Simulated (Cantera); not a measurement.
# Stirred combustor or abatement burner

A perfectly stirred reactor is fed with CH4 : H2 : O2 : N2 = 1 : 0.77 : 4.59 : 17.2 (molar parts), at 7500 Torr; it is adiabatic with a 673 K inlet, and is followed from long to short residence time, starting on the burning branch (τ in s: 0.092, 0.026, 0.0073, 0.0021, 0.00058, 0.00016, 4.6e-05, 1.3e-05, 3.6e-06).

Model: GRI-Mech 3.0 (53 species, 325 reactions), integrated in Cantera.

| τ (s) | T (K) | x CH4 | x H2 | x O2 | x NO | x CH2O |
|---|---|---|---|---|---|---|
| 0.092 | 1852 | 2.30e-6 | 1.56e-5 | 0.0950 | 3.89e-5 | 2.44e-7 |
| 0.026 | 1851 | 6.97e-6 | 2.62e-5 | 0.0950 | 1.61e-5 | 7.54e-7 |
| 0.0073 | 1848 | 1.88e-5 | 5.52e-5 | 0.0951 | 9.45e-6 | 2.10e-6 |
| 0.0021 | 1843 | 4.58e-5 | 0.000125 | 0.0953 | 7.46e-6 | 5.37e-6 |
| 0.00058 | 1829 | 0.000114 | 0.000303 | 0.0959 | 6.17e-6 | 1.40e-5 |
| 0.00016 | 1797 | 0.000307 | 0.000773 | 0.0977 | 4.13e-6 | 3.88e-5 |
| 4.6e-5 | 673 | 0.0424 | 0.0327 | 0.195 | <1e-12 | <1e-12 |
| 1.3e-5 | 673 | 0.0424 | 0.0327 | 0.195 | <1e-12 | <1e-12 |
| 3.6e-6 | 673 | 0.0424 | 0.0327 | 0.195 | <1e-12 | <1e-12 |
x: mole fraction; the columns are a selection and need not sum to one.
